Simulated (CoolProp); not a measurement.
The fluid at 293.15 K and 1.78 MPa is throttled through a valve to 0.424 MPa with no heat exchange. The same conditions are run with several fluids, on thermodynamics alone (safety and materials aside).

Model: reference Helmholtz-energy equation of state of each fluid (sulfur hexafluoride: Guder 2009; hydrogen chloride: Thol 2018; CF4 (R14): Platzer 1990; nitrous oxide: Lemmon 2006; C2F6 (R116): Lemmon 2006), in CoolProp. The equations of Platzer and Polt are older, rougher fits.

```
fluid                temperature change (K)  final density (kg/m³)
-------------------  ----------------------  ---------------------
sulfur hexafluoride                       …                      …
hydrogen chloride                         …                   7.16
CF4 (R14)                              -8.0                      …
nitrous oxide                             …                      …
C2F6 (R116)                               …                      …
```

**Question.** Complete the blanks.

**Answer.** 
- sulfur hexafluoride, temperature change (K): -18.6
- sulfur hexafluoride, final density (kg/m³): 29.0
- hydrogen chloride, temperature change (K): -23.9
- CF4 (R14), final density (kg/m³): 16.0
- nitrous oxide, temperature change (K): -16.9
- nitrous oxide, final density (kg/m³): 8.37
- C2F6 (R116), temperature change (K): -15.3
- C2F6 (R116), final density (kg/m³): 26.9
